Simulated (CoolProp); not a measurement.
A closed Brayton cycle with carbon dioxide: compressor inlet 311.15 K and 7.8 MPa, high pressure 27.2 MPa, turbine inlet 670 K, compressor efficiency 0.85, turbine efficiency 0.85, recuperator effectiveness 0.95 (on enthalpy, no pinch check). Each further row changes one setting.

The numbers come from the reference Helmholtz-energy equation of state, Span 1996 in CoolProp.

| case | thermal efficiency (%) | net work (kJ/kg) | compressor to turbine work | compressor exit (K) | turbine exit (K) |
|---|---|---|---|---|---|
| as stated | 27.4 | 62.1 | 0.47 | 401.5 | 544.5 |
| turbine inlet 620 K | 23.7 | 50.4 | 0.52 | 401.5 | 498.8 |
| compressor inlet 321.15 K | 24.0 | 50.1 | 0.57 | 426.8 | 544.5 |
| high pressure 23.1 MPa | 27.8 | 58.1 | 0.44 | 389.3 | 560.6 |
| recuperator effectiveness 0.5 | 20.7 | 62.1 | 0.47 | 401.5 | 544.5 |
